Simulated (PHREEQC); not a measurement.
1 kg of water holding 68 mmol/kgw NaCl meets 20 L of dry gas (H2 0.72, N2 0.28 by moles) at fixed total pressure, at 30 atm; fugacities by Peng-Robinson. The gases take part in no redox reaction, some water evaporates into the gas, and hydrates or a liquid gas phase aren't modelled. No solid was allowed to form.

The numbers come from PHREEQC with the ion-association model, phreeqc.dat.

```csv
T (°C),dissolved H2 (mol/kgw),φ of H2,p of H2 (atm),dissolved N2 (mol/kgw),φ of N2,p of N2 (atm)
10,0.0182,1.009,21.6,0.00671,0.989,8.40
20,0.0169,1.009,21.6,0.00568,0.991,8.39
30,0.0160,1.009,21.6,0.00496,0.994,8.39
40,0.0154,1.009,21.5,0.00445,0.996,8.38
50,0.0151,1.009,21.5,0.00410,0.998,8.36
60,0.0150,1.009,21.4,0.00386,0.999,8.34
70,0.0151,1.009,21.4,0.00370,1.001,8.31
80,0.0152,1.009,21.2,0.00361,1.002,8.26
90,0.0156,1.009,21.1,0.00357,1.004,8.19
```

Complexes and solids missing from the database can't appear. At this temperature some constants are extrapolated from 25 °C, and those without enthalpy data are left unchanged.
